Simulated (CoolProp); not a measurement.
Properties of nitrogen along the isotherm 271.5 K.

The numbers come from the reference Helmholtz-energy equation of state, Span 2000 in CoolProp.

```json
[
 {"p (kPa)": "707", "phase": "gas", "speed of sound (m/s)": "336.6", "isothermal compressibility (1/MPa)": "1.419", "viscosity (µPa s)": "16.6", "Prandtl number": "0.727", "fugacity coefficient": "0.9967"},
 {"p (kPa)": "1410", "phase": "gas", "speed of sound (m/s)": "337.5", "isothermal compressibility (1/MPa)": "0.7132", "viscosity (µPa s)": "16.8", "Prandtl number": "0.733", "fugacity coefficient": "0.9936"},
 {"p (kPa)": "2120", "phase": "gas", "speed of sound (m/s)": "[?]", "isothermal compressibility (1/MPa)": "0.4753", "viscosity (µPa s)": "16.9", "Prandtl number": "0.739", "fugacity coefficient": "0.9906"},
 {"p (kPa)": "2830", "phase": "gas", "speed of sound (m/s)": "339.8", "isothermal compressibility (1/MPa)": "0.3565", "viscosity (µPa s)": "17.0", "Prandtl number": "[?]", "fugacity coefficient": "0.9878"},
 {"p (kPa)": "3540", "phase": "supercritical", "speed of sound (m/s)": "[?]", "isothermal compressibility (1/MPa)": "0.2852", "viscosity (µPa s)": "[?]", "Prandtl number": "[?]", "fugacity coefficient": "0.9851"},
 {"p (kPa)": "4240", "phase": "supercritical", "speed of sound (m/s)": "[?]", "isothermal compressibility (1/MPa)": "0.2381", "viscosity (µPa s)": "17.3", "Prandtl number": "0.753", "fugacity coefficient": "0.9826"},
 {"p (kPa)": "4950", "phase": "supercritical", "speed of sound (m/s)": "344.4", "isothermal compressibility (1/MPa)": "0.2038", "viscosity (µPa s)": "17.5", "Prandtl number": "0.758", "fugacity coefficient": "0.9802"},
 {"p (kPa)": "5660", "phase": "supercritical", "speed of sound (m/s)": "346.2", "isothermal compressibility (1/MPa)": "0.1780", "viscosity (µPa s)": "17.7", "Prandtl number": "0.763", "fugacity coefficient": "0.9780"},
 {"p (kPa)": "6370", "phase": "supercritical", "speed of sound (m/s)": "[?]", "isothermal compressibility (1/MPa)": "0.1578", "viscosity (µPa s)": "17.9", "Prandtl number": "0.767", "fugacity coefficient": "0.9759"},
 {"p (kPa)": "7070", "phase": "supercritical", "speed of sound (m/s)": "350.3", "isothermal compressibility (1/MPa)": "0.1418", "viscosity (µPa s)": "18.1", "Prandtl number": "0.772", "fugacity coefficient": "0.9741"},
 {"p (kPa)": "7780", "phase": "supercritical", "speed of sound (m/s)": "352.6", "isothermal compressibility (1/MPa)": "0.1284", "viscosity (µPa s)": "18.3", "Prandtl number": "0.777", "fugacity coefficient": "0.9723"},
 {"p (kPa)": "8490", "phase": "supercritical", "speed of sound (m/s)": "355.1", "isothermal compressibility (1/MPa)": "0.1172", "viscosity (µPa s)": "18.5", "Prandtl number": "0.782", "fugacity coefficient": "0.9707"}
]
```

Problem. Complete the blanks.

Solution. 
- 2120, speed of sound (m/s): 338.6
- 2830, Prandtl number: 0.744
- 3540, speed of sound (m/s): 341.2
- 3540, viscosity (µPa s): 17.2
- 3540, Prandtl number: 0.749
- 4240, speed of sound (m/s): 342.7
- 6370, speed of sound (m/s): 348.2

Viscosity comes from a separate model (Lemmon 2004). Thermal conductivity comes from a separate model (Lemmon 2004).
